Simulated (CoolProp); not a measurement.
Values from CoolProp's reference Helmholtz-energy equation of state, Eisenbach 2021.

For propylene glycol, give the phase and the speed of sound (m/s), Joule-Thomson coefficient (K/MPa) at 316.05 °C and 315 kPa.


- 316.05 °C and 315 kPa: gas; speed of sound 253, Joule-Thomson coefficient 6.92
